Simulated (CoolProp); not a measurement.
Dimethyl carbonate at several states: fugacity coefficient from the reference equation and from simpler models built on Tc = 557.0 K, pc = 4909 kPa, ω = 0.346; each cubic takes its own stable root.

Computed with CoolProp (reference Helmholtz-energy equation of state, Zhou 2011).

```
T (K)  p (kPa)   phase  reference  Redlich-Kwong  Soave-Redlich-Kwong  Peng-Robinson
-----  -------  ------  ---------  -------------  -------------------  -------------
466.7     1730  liquid        ___         0.7823                  ___            ___
360.5      126  liquid     0.7172            ___                  ___         0.7129
367.6     4630  liquid    0.02787        0.06093                  ___        0.02768
```

### Question
What belongs in the gaps?

### Answer

- 466.7, reference: 0.6003
- 466.7, Soave-Redlich-Kwong: 0.6159
- 466.7, Peng-Robinson: 0.6015
- 360.5, Redlich-Kwong: 0.9709
- 360.5, Soave-Redlich-Kwong: 0.7059
- 367.6, Soave-Redlich-Kwong: 0.02800

At some of these states Redlich-Kwong gives the other phase, because its saturation line lies elsewhere.
